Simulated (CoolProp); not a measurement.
Model: reference Helmholtz-energy equation of state, de Reuck 1990, in CoolProp.

Question: For fluorine, give the phase and the cp (kJ/(kg K)), speed of sound (m/s) at 99.6 K and 0.101 MPa; 192.1 K and 0.101 MPa; 253.8 K and 0.101 MPa.

Answer: 
- 99.6 K and 0.101 MPa: gas; cp 0.799, speed of sound 173
- 192.1 K and 0.101 MPa: gas; cp 0.782, speed of sound 242
- 253.8 K and 0.101 MPa: gas; cp 0.805, speed of sound 276
